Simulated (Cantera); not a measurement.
Input: 1 mol Al, 0.88 mol NH3, 10 mol H2, held at 57.0 Pa.

Cantera equilibrium calculation (NASA polynomials, part measured and part estimated; ideal gas, pure solids and liquids). Candidate condensed phases: Al, AlN; 13 gas species. Mutual solubility and eutectic melting of coexisting phases are not modelled. Rates play no part. All values below are at 1050 K.

Base state: H2 1.000 (mole fractions); condensed: Al(l) + AlN(s).

**Question.** What changes in the equilibrium state with this change: Al replaced by Ni?

**Answer.** 
```tsv
species	before	after
H2	1.000	0.963
N2	<1e-9	0.0374
Al(l), mol	0.120	0
AlN(s), mol	0.880	0
Ni(s), mol	0	1.00
```
Further candidate phases: Ni.
